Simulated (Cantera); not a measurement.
Standard-state values (1 bar) from the NASA 1993 polynomials, evaluated with Cantera. Values are per mole of reaction as written; species without (g) are pure solids or liquids, kept so even where they would boil at 1 bar.

2 K(g) + 2 SO3(g) → SO2(g) + K2SO4

```csv
T (K),ΔH° (kJ),ΔS° (J/K),ΔG° (kJ),log10 K
398,-1117.9,-401.5,-958.2,125.75
423,…,…,…,…
448,…,…,…,…
473,-1115.2,-395.3,-928.3,102.51
498,-1114.3,-393.3,-918.4,96.33
523,…,…,…,…
548,-1112.2,-389.4,-898.9,85.68
```

Problem. Some entries are withheld; supply them.

Solution. 
- 423, ΔH° (kJ): -1117.1
- 423, ΔS° (J/K): -399.4
- 423, ΔG° (kJ): -948.1
- 423, log10 K: 117.08
- 448, ΔH° (kJ): -1116.2
- 448, ΔS° (J/K): -397.3
- 448, ΔG° (kJ): -938.2
- 448, log10 K: 109.39
- 523, ΔH° (kJ): -1113.3
- 523, ΔS° (J/K): -391.3
- 523, ΔG° (kJ): -908.6
- 523, log10 K: 90.75
